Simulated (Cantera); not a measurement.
An isothermal, constant-pressure homogeneous reactor starts with H₂ : O₂ : N₂ = 0.4 : 1 : 0.67 (molar parts), at 1275 K and 0.0132 atm.

Model: the H2/O2 subset of GRI-Mech 3.0, which has no nitrogen chemistry, integrated in Cantera. Radical loss at walls, strong at low pressure, is not modelled. The temperature is held fixed by assumption; the heat of reaction is taken as removed at once.

x: mole fraction; the columns are a selection and need not sum to one.

| t (s) | x H₂ | x O₂ | x OH | x H₂O₂ | x H |
|---|---|---|---|---|---|
| 9.00e-6 | 0.193 | 0.483 | 1.77e-10 | <1e-12 | 2.78e-9 |
| 3.41e-5 | 0.193 | 0.483 | 1.82e-9 | 5.49e-12 | 1.03e-8 |
| 0.000129 | 0.193 | 0.483 | 2.04e-8 | 7.83e-11 | 7.06e-8 |
| 0.000490 | 0.193 | 0.483 | 4.01e-6 | (withheld) | 1.28e-5 |
| 0.00186 | 0.0123 | 0.379 | 0.0105 | (withheld) | 0.0723 |
| 0.00704 | 0.0103 | 0.388 | 0.00979 | (withheld) | 0.0537 |
| 0.0267 | 0.00522 | 0.410 | 0.00716 | (withheld) | 0.0163 |
| 0.101 | 0.000585 | 0.425 | 0.00242 | (withheld) | 0.000559 |
| 0.383 | 3.79e-5 | 0.427 | 0.000620 | (withheld) | 9.25e-6 |
| 1.45 | 4.43e-6 | 0.428 | 0.000213 | (withheld) | 3.74e-7 |
| 5.51 | 7.98e-7 | 0.428 | 9.07e-5 | (withheld) | 2.89e-8 |
| 20.9 | 2.20e-7 | 0.428 | 4.76e-5 | 9.28e-10 | 4.19e-9 |
| 79.1 | 1.58e-7 | 0.428 | 4.03e-5 | 7.29e-10 | 2.56e-9 |
| 300 | 1.57e-7 | 0.428 | 4.03e-5 | 7.29e-10 | 2.55e-9 |

Fill in the missing entries.


- 0.000490, x H₂O₂: 1.14e-9
- 0.00186, x H₂O₂: 1.93e-7
- 0.00704, x H₂O₂: 2.14e-7
- 0.0267, x H₂O₂: 2.69e-7
- 0.101, x H₂O₂: 1.64e-7
- 0.383, x H₂O₂: 4.11e-8
- 1.45, x H₂O₂: 9.95e-9
- 5.51, x H₂O₂: 2.62e-9
